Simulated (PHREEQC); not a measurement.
Consider water at 25 °C with 0.23 mol/kgw HF, 0.0098 mol/kgw NaOH and 0.00027 mol/kgw LiCl. Closed to the air; pH follows from the charge balance.

Model: ion-association model, wateq4f.dat, run in PHREEQC.

| quantity | before | after |
|---|---|---|
| pH | 2.11 | 2.22 |
| ionic strength (mol/kgw) | 0.0187 | 0.0117 |
| SI of Halite (NaCl) | -7.28 | -7.86 |

### Question
Name the change that produced these shifts.
A. HF left out
B. diluted 2-fold with water
C. HF replaced by NaBF4 at the same molality
D. diluted 10-fold with water

### Answer
B, diluted 2-fold with water

Precipitation was switched off in this run. wateq4f.dat counts part of the HF as a dimer, H2F2, which phreeqc.dat doesn't know; its constant is uncertain.
